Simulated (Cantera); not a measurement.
Input: 1 mol SiC, 0.028 mol O2, 11 mol H2, held at 14.0 Pa.

Equilibrium computed with Cantera from the NASA thermochemical tables; the gas is ideal and each condensed phase is pure. Candidate condensed phases: C, C6H6, C7H8, C8H18, H2O, Si, SiC, SiO2; 123 gas species. Mutual solubility and eutectic melting of coexisting phases are not modelled. The tables hold silica as quartz up to 1696 K and as liquid above; real silica turns to tridymite and cristobalite and melts near 1996 K. Equilibrium is a limit: real reactors are often held back by kinetics, nucleation or transport.

Question: Which condensed phases are stable at each of these points (T (K)): 900, 950, 1000, 1050, 1100, 1150, 1200, 1250, 1300?

Answer: 
| T (K) | condensed phases | Si condensed (%) |
|---|---|---|
| 900 | C(graphite) + SiC(s) + SiO2(β-quartz) | 100.0 |
| 950 | C(graphite) + SiC(s) + SiO2(β-quartz) | 100.0 |
| 1000 | C(graphite) + SiC(s) + SiO2(β-quartz) | 100.0 |
| 1050 | SiC(s) + SiO2(β-quartz) | 100.0 |
| 1100 | SiC(s) + SiO2(β-quartz) | 100.0 |
| 1150 | SiC(s) + SiO2(β-quartz) | 99.9 |
| 1200 | SiC(s) + SiO2(β-quartz) | 99.0 |
| 1250 | SiC(s) | 97.2 |
| 1300 | SiC(s) | 97.2 |

From 900 K to 1000 K the condensed part is C(graphite) + SiC(s) + SiO2(β-quartz). From 1050 K to 1200 K the condensed part is SiC(s) + SiO2(β-quartz). From 1250 K to 1300 K the condensed part is SiC(s).
